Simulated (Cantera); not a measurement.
Charge: 1 mol C₂F₆, 0.013 mol CH₄, 0.065 mol H₂, equilibrated at 1.00 Torr.

Method: chemical equilibrium by Gibbs-energy minimisation in Cantera with the NASA 1993 tables (ideal gas, pure condensed phases). Candidate condensed phases: C, C₆H₆, C₇H₈, C₈H₁₈; 95 gas species. The feed counts by its element totals alone. Rates play no part. All values below are at 3448 K.

Base state: F 0.762, C 0.160, CF 0.0203, H 0.0184, C₂ 0.0174, C₃ 0.0163, HF 0.00543, CF₂ 7.04e-5 (mole fractions); condensed: gas only.

Question: What changes in the equilibrium state with this change: pressure from 1.00 Torr to 728 Torr?

Answer: 
```csv
species,before,after
F,0.762,0.578
CF₂,7.04e-5,0.240
CF,0.0203,0.125
C,0.160,0.00179
H,0.0184,0.000228
C₂,0.0174,0.00158
HF,0.00543,0.0371
C₃,0.0163,0.0120
CF₃,1.61e-9,0.00302
CF₄,<1e-9,0.000623
```
Gases not in the tables: C₂F₆ and larger saturated fluorocarbons.
